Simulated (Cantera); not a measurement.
Cantera run:

```python
import numpy as np
import cantera as ct

gas_names = """
    Br Br2 H HBr HO2 H2 H2O H2O2 O OH O2 O3 Si SiBr SiBr2 SiBr3 SiBr4 SiH SiHBr3 SiH2 SiH2Br2 SiH3
    SiH3Br SiH4 SiO SiO2 Si2 Si3
""".split()
cond_names = """
    Br2(cr) Br2(L) H2O(s) H2O(L) Si(cr) Si(L) SiO2(Lqz) SiO2(hqz) SiO2(L)
""".split()


# ... load() reads the species with a 1 bar reference pressure and builds the phases ...
atoms = {
    'SiO2': {'Si': 1, 'O': 2},
    'HBr': {'H': 1, 'Br': 1},
    'O2': {'O': 2},
}
top_T = {}  # K; cautious upper limits of use, not melting points


# ... equilibrate(T, P, feed) seeds the gas with the atoms and calls Mixture.equilibrate('TP', solver="vcs", rtol=1e-11, max_steps=5000) ...
results = []
T = 1498  # K
P = 133.322  # Pa
for m in [4.6, 5.5, 6.6, 7.9, 9.5, 11, 14, 16, 19, 23]:
    feed = {'SiO2': 1, 'HBr': m, 'O2': 0.63}  # mol
    mix = equilibrate(T, P, feed)
    results.append((T, P, feed, dict(zip(mix.species_names, mix.species_moles))))

top = {s: max(r[3][s] / sum(r[3][g] for g in gas_names) for r in results) for s in gas_names}
cols = sorted((s for s in top if top[s] > 0.001), key=lambda s: -top[s])[:7]
seen = [c for c in cond_names if any(r[3].get(c, 0) > 1e-12 for r in results)]
print("log10 of partial pressures in bar; condensed amounts in mol")
print(f"{'n(HBr)':>10s}" + "".join(f"{s[:9]:>10s}" for s in cols + seen))
for T, P, feed, n in results:
    ng = sum(n[g] for g in gas_names)
    print(f"{feed['HBr']:10.4g}" + "".join(f"{np.log10(max(n[s] / ng * P / 1e5, 1e-99)):10.3f}" for s in cols)
          + "".join(f"{n.get(c, 0):10.4g}" for c in seen))
```

It prints:

```
log10 of partial pressures in bar; condensed amounts in mol
    n(HBr)       HBr        Br       H2O        H2       Br2 SiO2(hqz)
       4.6    -3.328    -3.244    -3.542    -5.687    -5.430         1
       5.5    -3.237    -3.302    -3.605    -5.389    -5.546         1
       6.6    -3.171    -3.361    -3.672    -5.139    -5.663         1
       7.9    -3.123    -3.416    -3.740    -4.933    -5.773         1
       9.5    -3.087    -3.467    -3.812    -4.757    -5.877         1
        11    -3.065    -3.504    -3.870    -4.640    -5.951         1
        14    -3.039    -3.555    -3.969    -4.487    -6.053         1
        16    -3.029    -3.579    -4.024    -4.419    -6.099         1
        19    -3.018    -3.604    -4.096    -4.348    -6.150         1
        23    -3.010    -3.627    -4.177    -4.284    -6.196         1
```

Equilibrium computed with Cantera from the NASA thermochemical tables; the gas is ideal and each condensed phase is pure. The tables hold silica as quartz up to 1696 K and as liquid above; real silica turns to tridymite and cristobalite and melts near 1996 K.
